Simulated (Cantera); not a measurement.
A Cantera script and its output.

```python
import numpy as np
import cantera as ct

gas = ct.Solution("gri30.yaml")
gas.TPX = 1073, 13000, {'H2': 0.96, 'O2': 0.77, 'N2': 12}
reactor = ct.IdealGasConstPressureReactor(gas, energy="off", clone=False)
net = ct.ReactorNet([reactor])
net.rtol, net.atol = 1e-08, 1e-18
show = ['H2', 'O2', 'NO', 'H', 'H2O', 'O', 'N2O']
times = np.geomspace(0.0008, 100, 15)

steps = ct.SolutionArray(gas, extra=["t"])
rows = []
print(f"{'t/s':>10s}{'T/K':>9s}{'P/Pa':>11s}" + "".join(f"{s:>11s}" for s in show))
for t in times:
    while net.time < t:
        t_next = net.step()
        steps.append(gas.state, t=t_next)
    rows.append([np.interp(t, steps.t, y) for y in (steps.T, steps.P, *steps(*show).X.T)])
    print(f"{t:10.3e}{rows[-1][0]:9.1f}{rows[-1][1]:11.4g}" + "".join(f"{x:11.3e}" for x in rows[-1][2:]))
rate = np.gradient(steps.T, steps.t)
print("integrator steps:", len(steps.t))
if steps.T.max() > steps.T[0] + 200:
    print(f"time of steepest temperature rise: {steps.t[rate.argmax()]:.4e} s")
gas.TPX = 1073, 13000, {'H2': 0.96, 'O2': 0.77, 'N2': 12}
gas.equilibrate("TP")
print(f"equilibrium (TP): T = {gas.T:.1f} K  " + "  ".join(f"{s} {gas[s].X[0]:.3e}" for s in show))
```

It prints:

```
       t/s      T/K       P/Pa         H2         O2         NO          H        H2O          O        N2O
 8.000e-04   1073.0    1.3e+04  6.992e-02  5.608e-02  1.012e-17  3.370e-07  4.107e-07  5.557e-08  2.217e-14
 1.850e-03   1073.0    1.3e+04  6.072e-02  5.226e-02  3.663e-09  5.047e-03  6.531e-03  8.078e-04  3.518e-10
 4.278e-03   1073.0    1.3e+04  4.267e-03  2.501e-02  2.539e-06  1.029e-02  6.181e-02  2.264e-03  1.053e-08
 9.892e-03   1073.0    1.3e+04  1.102e-03  2.234e-02  3.069e-06  1.067e-03  7.051e-02  4.703e-04  1.610e-08
 2.287e-02   1073.0    1.3e+04  1.767e-04  2.192e-02  3.089e-06  5.120e-05  7.217e-02  6.437e-05  2.150e-08
 5.290e-02   1073.0    1.3e+04  2.664e-05  2.188e-02  3.080e-06  2.758e-06  7.240e-02  9.133e-06  2.406e-08
 1.223e-01   1073.0    1.3e+04  4.537e-06  2.188e-02  3.067e-06  2.235e-07  7.244e-02  1.718e-06  2.514e-08
 2.828e-01   1073.0    1.3e+04  9.497e-07  2.188e-02  3.062e-06  2.671e-08  7.245e-02  4.268e-07  2.569e-08
 6.540e-01   1073.0    1.3e+04  2.537e-07  2.188e-02  3.066e-06  4.417e-09  7.245e-02  1.312e-07  2.601e-08
 1.512e+00   1073.0    1.3e+04  8.228e-08  2.188e-02  3.074e-06  9.116e-10  7.245e-02  4.637e-08  2.620e-08
 3.497e+00   1073.0    1.3e+04  3.012e-08  2.188e-02  3.080e-06  2.154e-10  7.245e-02  1.784e-08  2.624e-08
 8.087e+00   1073.0    1.3e+04  1.187e-08  2.188e-02  3.084e-06  5.542e-11  7.245e-02  7.234e-09  2.600e-08
 1.870e+01   1073.0    1.3e+04  4.950e-09  2.189e-02  3.086e-06  1.527e-11  7.245e-02  3.058e-09  2.519e-08
 4.324e+01   1073.0    1.3e+04  2.238e-09  2.189e-02  3.085e-06  4.685e-12  7.245e-02  1.378e-09  2.319e-08
 1.000e+02   1073.0    1.3e+04  1.234e-09  2.189e-02  3.083e-06  1.903e-12  7.245e-02  7.342e-10  1.901e-08
integrator steps: 2041
equilibrium (TP): T = 1073.0 K  H2 9.100e-10  O2 2.188e-02  NO 2.300e-05  H 1.180e-12  H2O 7.245e-02  O 5.137e-10  N2O 6.828e-10
```

Model: GRI-Mech 3.0 (53 species, 325 reactions), integrated in Cantera. The temperature is held fixed by assumption; the heat of reaction is taken as removed at once.
